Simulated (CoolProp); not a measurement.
Methanol at several states: density (kg/m³) from the reference equation and from simpler models built on Tc = 240.2 °C, pc = 82.16 bar, ω = 0.565; each cubic takes its own stable root.

Computed with CoolProp (reference Helmholtz-energy equation of state, de Reuck 1993).

```json
[
 {"T (°C)": "204.25", "p (bar)": "401", "phase": "liquid", "reference": "654.3", "van der Waals": "353.0", "Redlich-Kwong": "463.7", "Peng-Robinson": "531.9"},
 {"T (°C)": "-71.15", "p (bar)": "0.138", "phase": "liquid", "reference": "878.3", "van der Waals": "0.2644", "Redlich-Kwong": "636.4", "Peng-Robinson": "737.2"},
 {"T (°C)": "-43.75", "p (bar)": "5.55", "phase": "liquid", "reference": "851.7", "van der Waals": "416.2", "Redlich-Kwong": "619.4", "Peng-Robinson": "724.2"},
 {"T (°C)": "139.75", "p (bar)": "0.183", "phase": "gas", "reference": "0.1711", "van der Waals": "0.1710", "Redlich-Kwong": "0.1710", "Peng-Robinson": "0.1711"},
 {"T (°C)": "-39.75", "p (bar)": "474", "phase": "liquid", "reference": "876.0", "van der Waals": "434.2", "Redlich-Kwong": "631.0", "Peng-Robinson": "728.7"},
 {"T (°C)": "86.65", "p (bar)": "0.452", "phase": "gas", "reference": "0.4890", "van der Waals": "0.4860", "Redlich-Kwong": "0.4866", "Peng-Robinson": "0.4874"}
]
```

At some of these states van der Waals gives the other phase, because its saturation line lies elsewhere.
